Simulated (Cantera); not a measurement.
Input (Python, Cantera) and output of one run.

```python
import numpy as np
import cantera as ct

gas_names = """
    CL CLO CL2 O O2 O3 Si SiCL SiCL2 SiCL3 SiCL4 SiO SiO2 Si2 Si3
""".split()
cond_names = """
    Si(cr) Si(L) SiO2(Lqz) SiO2(hqz) SiO2(L)
""".split()


def load(file, names, dense=False):
    # The tables refer to 1 bar. Condensed volumes are neglected.
    table = {s.name: s for s in ct.Species.list_from_file(file)}
    out = []
    for n in names:
        d = dict(table[n].input_data)
        d["thermo"] = dict(d["thermo"], **{"reference-pressure": 1e5})
        if dense:
            d["equation-of-state"] = {"model": "constant-volume", "density": "1e6 g/cm^3"}
        out.append(ct.Species.from_dict(d))
    return out


gas = ct.Solution(thermo="ideal-gas", species=load("nasa_gas.yaml", gas_names))
cond = {s.name: ct.Solution(thermo="fixed-stoichiometry", species=[s], name=s.name)
        for s in load("nasa_condensed.yaml", cond_names, dense=True)}
atoms = {
    'SiCl4': {'Si': 1, 'CL': 4},
    'O2': {'O': 2},
}
top_T = {}  # K; cautious upper limits of use, not melting points


def equilibrate(T, P, feed):
    n = {}
    for name, mol in feed.items():
        for a, k in atoms[name].items():
            n[a] = n.get(a, 0.0) + k * mol
    gas.TPX = T, P, n
    mass = sum(n.values()) * gas.mean_molecular_weight
    gas.equilibrate("TP")
    valid = [c for c in cond.values() if c.min_temp <= T <= top_T.get(c.name, c.max_temp)]
    mix = ct.Mixture([(gas, mass / gas.mean_molecular_weight)] + [(c, 0.0) for c in valid])
    mix.T, mix.P = T, P
    mix.equilibrate("TP", solver="vcs", rtol=1e-11, max_steps=5000)
    return mix


results = []
feed = {'SiCl4': 1, 'O2': 0.53}  # mol
P = 1333.22  # Pa
for T in [698, 748, 798, 848, 898, 948, 998, 1048, 1098, 1148, 1198]:
    mix = equilibrate(T, P, feed)
    results.append((T, P, feed, dict(zip(mix.species_names, mix.species_moles))))

top = {s: max(r[3][s] / sum(r[3][g] for g in gas_names) for r in results) for s in gas_names}
cols = sorted((s for s in top if top[s] > 0.001), key=lambda s: -top[s])[:8]
seen = [c for c in cond_names if any(r[3].get(c, 0) > 1e-12 for r in results)]
print("log10 of partial pressures in bar; condensed amounts in mol")
print(f"{'T/K':>10s}" + "".join(f"{s[:9]:>10s}" for s in cols + seen))
for T, P, feed, n in results:
    ng = sum(n[g] for g in gas_names)
    print(f"{T:10.4g}" + "".join(f"{np.log10(max(n[s] / ng * P / 1e5, 1e-99)):10.3f}" for s in cols)
          + "".join(f"{n.get(c, 0):10.4g}" for c in seen))
```

Output:

```
log10 of partial pressures in bar; condensed amounts in mol
       T/K       CL2     SiCL4        CL SiO2(Lqz) SiO2(hqz)
       698    -2.034    -2.388    -7.223      0.53         0
       748    -2.034    -2.388    -6.607      0.53         0
       798    -2.035    -2.388    -6.067      0.53         0
       848    -2.035    -2.388    -5.589         0      0.53
       898    -2.035    -2.388    -5.165         0      0.53
       948    -2.035    -2.388    -4.784         0      0.53
       998    -2.036    -2.388    -4.442         0      0.53
      1048    -2.037    -2.389    -4.132         0      0.53
      1098    -2.040    -2.390    -3.850         0      0.53
      1148    -2.045    -2.392    -3.594         0      0.53
      1198    -2.052    -2.395    -3.361         0      0.53
```

Cantera equilibrium calculation (NASA polynomials, part measured and part estimated; ideal gas, pure solids and liquids). The tables hold silica as quartz up to 1696 K and as liquid above; real silica turns to tridymite and cristobalite and melts near 1996 K.
